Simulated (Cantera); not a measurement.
Cantera with NASA thermochemical tables; ideal gases at 1 bar, condensed phases pure. Values are per mole of reaction as written; species without (g) are pure solids or liquids, kept so even where they would boil at 1 bar.

2 C + O2(g) → 2 CO(g), with ΔH° = -221.0 kJ and ΔS° = 178.8 J/K at 300 K.

Task: How far is the shortcut ΔG° ≈ ΔH°(300 K) − T·ΔS°(300 K) from the full temperature-dependent value at 700, 725, 750, 775, 800, 825, 850, 875, 900, 925, 950 K?

Result: 
```
T (K)  shortcut (kJ)  full (kJ)  difference (kJ)  difference in log10 K
-----  -------------  ---------  ---------------  ---------------------
700           -346.2     -347.1              0.9                  -0.07
725           -350.6     -351.6              0.9                  -0.07
750           -355.1     -356.1              0.9                  -0.07
775           -359.6     -360.5              1.0                  -0.06
800           -364.1     -365.0              1.0                  -0.06
825           -368.5     -369.5              1.0                  -0.06
850           -373.0     -373.9              1.0                  -0.06
875           -377.5     -378.4              0.9                  -0.06
900           -381.9     -382.9              0.9                  -0.05
925           -386.4     -387.3              0.9                  -0.05
950           -390.9     -391.7              0.9                  -0.05
```
The shortcut ignores the heat-capacity change of the reaction.
